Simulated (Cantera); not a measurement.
Input (Python, Cantera):

```python
import numpy as np
import cantera as ct

gas = ct.Solution("gri30.yaml", transport_model="multicomponent")
show = ['CH3', 'CO2', 'OH']

rows = []
print(f"{'T/K':>7s}{'rho':>11s}{'cp':>10s}{'mu':>11s}{'lambda':>11s}{'Pr':>7s}" + "".join(f"{'D_' + s:>11s}" for s in show))
for T in [400, 650, 900, 1150, 1400, 1650, 1900, 2150]:
    gas.TPX = T, 2500, {'H2O': 0.79, 'O2': 0.45}
    Pr = gas.cp_mass * gas.viscosity / gas.thermal_conductivity
    D = [gas.mix_diff_coeffs_mole[gas.species_index(s)] for s in show]
    rows.append([gas.density, gas.cp_mass, gas.viscosity, gas.thermal_conductivity, Pr, *D])
    print(f"{T:7g}{gas.density:11.4e}{gas.cp_mass:10.1f}{gas.viscosity:11.4e}"
          f"{gas.thermal_conductivity:11.4e}{Pr:7.3f}" + "".join(f"{d:11.4e}" for d in D))
print("SI units: kg/m3, J/kg/K, Pa s, W/m/K, m2/s")
```

Result:

```
    T/K        rho        cp         mu     lambda     Pr      D_CH3      D_CO2       D_OH
    400 1.7356e-02    1419.0 1.8283e-05 3.7476e-02  0.692 1.6129e-03 1.1254e-03 2.4103e-03
    650 1.0681e-02    1530.0 2.8425e-05 6.4237e-02  0.677 3.8920e-03 2.7963e-03 5.6760e-03
    900 7.7140e-03    1643.3 3.7762e-05 9.2052e-02  0.674 6.8796e-03 5.0230e-03 9.9187e-03
   1150 6.0370e-03    1751.0 4.6407e-05 1.2055e-01  0.674 1.0480e-02 7.7242e-03 1.5017e-02
   1400 4.9590e-03    1845.6 5.4468e-05 1.4898e-01  0.675 1.4634e-02 1.0850e-02 2.0894e-02
   1650 4.2076e-03    1927.3 6.2032e-05 1.7698e-01  0.676 1.9301e-02 1.4367e-02 2.7495e-02
   1900 3.6540e-03    1997.1 6.9165e-05 2.0426e-01  0.676 2.4451e-02 1.8249e-02 3.4781e-02
   2150 3.2291e-03    2056.3 7.5921e-05 2.3065e-01  0.677 3.0063e-02 2.2481e-02 4.2719e-02
SI units: kg/m3, J/kg/K, Pa s, W/m/K, m2/s
```

Cantera simulation using GRI-Mech 3.0 (53 species, 325 reactions); the numbers are that mechanism's predictions, not measurements. Polar gases are described roughly by these parameters.
